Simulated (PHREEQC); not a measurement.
Make-up at 50 °C and 10 atm: 0.3 mol/kgw CdCl2, 0.00069 mol/kgw ZnCl2, 0.017 mol/kgw HCl and 0.2 mol/kgw NaCl. It is in equilibrium with CO2 at log p = -1 (atm). Otherwise closed; pH follows from the charge balance.

Equilibrium calculation in PHREEQC: ion-association model, phreeqc.dat.

### Question
The ionic strength comes out as 0.414 mol/kgw. What activity coefficients do ZnCl3-, Na+, ZnCl4-2, H+, Cl- get?

### Answer
ZnCl3- 0.65, Na+ 0.71, ZnCl4-2 0.22, H+ 0.76, Cl- 0.65.

Precipitation was switched off in this run. Away from 25 °C the constants follow the database's enthalpies or fits; those with neither stay at their 25 °C values.
